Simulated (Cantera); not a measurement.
**Metals in furnace atmospheres: Cu + O₂ + N₂**

Charge: 1 mol Cu, 1.7 mol O₂, 3.7 mol N₂, at 927 °C.

These are equilibrium values from Cantera (NASA tables, ideal gas, pure condensed phases), not measurements of a reactor. Candidate condensed phases: Cu, CuO, Cu₂O; 12 gas species. Kinetics and transport are ignored.

```json
[
 {"P (Pa)": "10", "log p N₂": "-4.14", "log p O₂": "-4.55", "log p NO": "-7.67", "log p Cu": "-8.54", "log p NO₂": "-11.37", "log p O": "-9.88", "n Cu₂O(s)": "0.500", "n CuO(s)": "0"},
 {"P (Pa)": "41", "log p N₂": "-3.53", "log p O₂": "-3.94", "log p NO": "-7.05", "log p Cu": "-8.69", "log p NO₂": "-10.45", "log p O": "-9.57", "n Cu₂O(s)": "0.500", "n CuO(s)": "0"},
 {"P (Pa)": "160", "log p N₂": "-2.94", "log p O₂": "-3.35", "log p NO": "-6.46", "log p Cu": "-8.84", "log p NO₂": "-9.57", "log p O": "-9.27", "n Cu₂O(s)": "0.500", "n CuO(s)": "0"},
 {"P (Pa)": "670", "log p N₂": "-2.32", "log p O₂": "-2.72", "log p NO": "-5.84", "log p Cu": "-9.00", "log p NO₂": "-8.63", "log p O": "-8.96", "n Cu₂O(s)": "0.500", "n CuO(s)": "0"},
 {"P (Pa)": "2700", "log p N₂": "-1.71", "log p O₂": "-2.12", "log p NO": "-5.23", "log p Cu": "-9.15", "log p NO₂": "-7.73", "log p O": "-8.66", "n Cu₂O(s)": "0.500", "n CuO(s)": "0"},
 {"P (Pa)": "11000", "log p N₂": "-1.08", "log p O₂": "-1.57", "log p NO": "-4.64", "log p Cu": "-9.29", "log p NO₂": "-6.86", "log p O": "-8.39", "n Cu₂O(s)": "0", "n CuO(s)": "1.00"},
 {"P (Pa)": "45000", "log p N₂": "-0.47", "log p O₂": "-0.96", "log p NO": "-4.03", "log p Cu": "-9.60", "log p NO₂": "-5.94", "log p O": "-8.08", "n Cu₂O(s)": "0", "n CuO(s)": "1.00"},
 {"P (Pa)": "180000", "log p N₂": "0.13", "log p O₂": "-0.36", "log p NO": "-3.43", "log p Cu": "-9.90", "log p NO₂": "-5.04", "log p O": "-7.78", "n Cu₂O(s)": "0", "n CuO(s)": "1.00"},
 {"P (Pa)": "740000", "log p N₂": "0.75", "log p O₂": "0.26", "log p NO": "-2.82", "log p Cu": "-10.20", "log p NO₂": "-4.12", "log p O": "-7.47", "n Cu₂O(s)": "0", "n CuO(s)": "1.00"},
 {"P (Pa)": "3000000", "log p N₂": "1.36", "log p O₂": "0.87", "log p NO": "-2.21", "log p Cu": "-10.51", "log p NO₂": "-3.21", "log p O": "-7.17", "n Cu₂O(s)": "0", "n CuO(s)": "1.00"}
]
```
log p: log10 of the partial pressure in bar; n: condensed amount in mol.

From 0.0750 Torr to 20.3 Torr the condensed part is Cu₂O(s). From 82.5 Torr to 22500 Torr the condensed part is CuO(s).
